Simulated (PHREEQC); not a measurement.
## Brine (model solution)

Solution (84 °C): 2.7 mmol/kgw K2CO3, 190 mmol/kgw NaHCO3 and 17 mmol/kgw MgCl2. Closed to the air; pH follows from the charge balance.

Equilibrium calculation in PHREEQC: Pitzer model, pitzer.dat.

Precipitation was switched off in this run.

### Question
Estimate the pH, ionic strength.

### Answer
pH 7.82; ionic strength 0.242 mol/kgw.

### Question
In which forms is Mg present?

### Answer
Mg+2 84 %, MgCO3 16 % of the Mg.

The solution is supersaturated, for example in Magnesite (slow to form), so a real one may precipitate; this is no full list. Species that the database lacks are ignored. At this temperature some constants are extrapolated from 25 °C, and those without enthalpy data are left unchanged.
